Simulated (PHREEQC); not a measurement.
City or well water: an equilibrium model

A made-up water analysis in mmol/kgw, 25 °C, pH 8.26, pe 8.4:

```csv
constituent,mmol/kgw
Na,1.42
K,0.218
Ca,0.0609
Mg,0.0647
Cl,0.491
S(6),0.307
Alkalinity (meq/kgw),0.757
F,0.000274
Br,0.0226
B,0.00165
Si,0.000501
Pb,0.00145
```

Cl is adjusted to close the charge balance.
Valence states are taken as typed.

Computed with PHREEQC (ion-association model, wateq4f.dat).

```json
{
 "ionic_strength": "0.00230 mol/kgw"
}
```

| species | molality | activity | log γ |
|---|---|---|---|
| Na+ | 0.00142 | 0.00135 | -0.023 |
| HCO3- | 0.000734 | 0.000697 | -0.023 |
| Cl- | 0.000498 | 0.000472 | -0.023 |
| SO4-2 | 0.000300 | 0.000243 | -0.091 |
| K+ | 0.000218 | 0.000206 | -0.023 |
| Mg+2 | 6.11e-5 | 4.97e-5 | -0.090 |
| Ca+2 | 5.77e-5 | 4.69e-5 | -0.090 |
| Br- | 2.26e-5 | 2.14e-5 | -0.023 |
| CO2 | 8.61e-6 | 8.61e-6 | 0.000 |
| CO3-2 | 7.32e-6 | 5.95e-6 | -0.090 |
| MgSO4 | 2.83e-6 | 2.84e-6 | 0.000 |
| CaSO4 | 2.27e-6 | 2.27e-6 | 0.000 |
| OH- | 1.92e-6 | 1.82e-6 | -0.023 |
| NaSO4- | 1.73e-6 | 1.64e-6 | -0.023 |
| H3BO3 | 1.49e-6 | 1.49e-6 | 0.000 |
| PbCO3 | 1.35e-6 | 1.35e-6 | 0.000 |

This is a speciation only: nothing precipitates in the calculation. Examples of supersaturated solids here: Pb(OH)2. Others may be too. Species that the database lacks are ignored. SiF6-2 is the database's only silicon fluoride. Real BF4- forms and hydrolyses slowly; the run takes it at equilibrium.
